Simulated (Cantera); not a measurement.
Feed: 1 mol c-C₄F₈, a varied amount of H₂, held at 9.90 mbar.

Points: T (K) = 2448, 2523, 2598, 2673, 2748, 2823, 2898, 2973, 3048, 3123, 3198, 3273; n(H2) (mol) = 0.29, 0.46, 0.74, 1.2, 1.9, 3.1, 5, 8, 13.

Cantera's Mixture.equilibrate('TP', solver="vcs", rtol=1e-11, max_steps=5000) on the NASA tables stopped like this:

```
ERROR: FAILURE its = 5001!

*******************************************************************************
CanteraError thrown by MultiPhase::equilibrate:
VCS solver failed. Return code: -1
*******************************************************************************
```

Question: What got this run through?

Answer: One answer among several that fit: The failure is numerical, not chemical. The same input converged with solver="gibbs", rtol=1e-10, max_steps=50000, and the result passed a check of the equilibrium conditions:
```
   2448       0.29  C(gr)
   2448       0.46  C(gr)
   2448       0.74  C(gr)
   2448        1.2  C(gr)
   2448        1.9  C(gr)
   2448        3.1  C(gr)
   2448          5  C(gr)
   2448          8  C(gr)
   2448         13  C(gr)
   2523       0.29  C(gr)
   2523       0.46  C(gr)
   2523       0.74  C(gr)
   2523        1.2  C(gr)
   2523        1.9  C(gr)
   2523        3.1  C(gr)
   2523          5  C(gr)
   2523          8  C(gr)
   2523         13  C(gr)
   2598       0.29  C(gr)
   2598       0.46  C(gr)
   2598       0.74  C(gr)
   2598        1.2  C(gr)
   2598        1.9  C(gr)
   2598        3.1  C(gr)
   2598          5  C(gr)
   2598          8  C(gr)
   2598         13  C(gr)
   2673       0.29  C(gr)
   2673       0.46  C(gr)
   2673       0.74  C(gr)
   2673        1.2  C(gr)
   2673        1.9  C(gr)
   2673        3.1  C(gr)
   2673          5  C(gr)
   2673          8  C(gr)
   2673         13  C(gr)
   2748       0.29  C(gr)
   2748       0.46  C(gr)
   2748       0.74  C(gr)
   2748        1.2  C(gr)
   2748        1.9  C(gr)
   2748        3.1  C(gr)
   2748          5  C(gr)
   2748          8  C(gr)
   2748         13  C(gr)
   2823       0.29  C(gr)
   2823       0.46  C(gr)
   2823       0.74  C(gr)
   2823        1.2  C(gr)
   2823        1.9  C(gr)
   2823        3.1  C(gr)
   2823          5  C(gr)
   2823          8  C(gr)
   2823         13  C(gr)
   2898       0.29  C(gr)
   2898       0.46  C(gr)
   2898       0.74  C(gr)
   2898        1.2  C(gr)
   2898        1.9  C(gr)
   2898        3.1  C(gr)
   2898          5  C(gr)
   2898          8  C(gr)
   2898         13  C(gr)
   2973       0.29  C(gr)
   2973       0.46  C(gr)
   2973       0.74  C(gr)
   2973        1.2  C(gr)
   2973        1.9  C(gr)
   2973        3.1  C(gr)
   2973          5  C(gr)
   2973          8  C(gr)
   2973         13  C(gr)
   3048       0.29  C(gr)
   3048       0.46  C(gr)
   3048       0.74  C(gr)
   3048        1.2  C(gr)
   3048        1.9  C(gr)
   3048        3.1  C(gr)
   3048          5  C(gr)
   3048          8  C(gr)
   3048         13  gas only
   3123       0.29  gas only
   3123       0.46  gas only
   3123       0.74  gas only
   3123        1.2  gas only
   3123        1.9  gas only
   3123        3.1  gas only
   3123          5  gas only
   3123          8  gas only
   3123         13  gas only
   3198       0.29  gas only
   3198       0.46  gas only
   3198       0.74  gas only
   3198        1.2  gas only
   3198        1.9  gas only
   3198        3.1  gas only
   3198          5  gas only
   3198          8  gas only
   3198         13  gas only
   3273       0.29  gas only
   3273       0.46  gas only
   3273       0.74  gas only
   3273        1.2  gas only
   3273        1.9  gas only
   3273        3.1  gas only
   3273          5  gas only
   3273          8  gas only
   3273         13  gas only
```

The gas is ideal and each condensed phase is pure. The feed counts by its element totals alone.
